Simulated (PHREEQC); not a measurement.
A solution holds 0.0048 mol CuSO4 and 0.022 mol KCl per kg of water, at 20 °C. Closed to the air; pH follows from the charge balance.

The numbers come from PHREEQC with the ion-association model, wateq4f.dat.

This is a speciation only: nothing precipitates in the calculation.

**Question.** Predict the pH, ionic strength.

**Answer.** pH 5.09; ionic strength 0.0374 mol/kgw.

**Question.** In which forms is S present?

**Answer.** SO4-2 79 %, CuSO4 16 %, KSO4- 5.4 % of the S.

Saturation is exceeded, for instance for Brochantite, Antlerite; the values hold only as long as no solid forms.
